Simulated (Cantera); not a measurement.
Charge: 1 mol Si, 16 mol HBr, 9.6 mol N2, held at 0.0405 Torr.

Method: chemical equilibrium by Gibbs-energy minimisation in Cantera with the NASA 1993 tables (ideal gas, pure condensed phases). Candidate condensed phases: Br2, Si, Si3N4; 28 gas species. The tables' values for SiBr3, SiBr are old estimates; treat these amounts as uncertain. Kinetics and transport are ignored. All values below are at 1498 K.

Base state: N2 0.338, HBr 0.299, Br 0.195, H2 0.132, SiBr2 0.0350, H 0.000850, SiBr3 0.000115, SiBr 7.28e-5 (mole fractions); condensed: gas only.

Question: What changes in the equilibrium state with this change: 0.49 mol H2O added?

Answer: 
| species | before | after |
|---|---|---|
| N2 | 0.338 | 0.325 |
| HBr | 0.299 | 0.308 |
| Br | 0.195 | 0.200 |
| SiBr2 | 0.0350 | 0.0172 |
| SiO | 0 | 0.0166 |
| H2 | 0.132 | 0.133 |
| SiBr | 7.28e-5 | 3.48e-5 |
| SiBr3 | 0.000115 | 5.80e-5 |
| Br2 | 2.34e-5 | 2.46e-5 |
| H | 0.000850 | 0.000854 |
Further candidate phases: H2O, SiO2, Si2N2O.
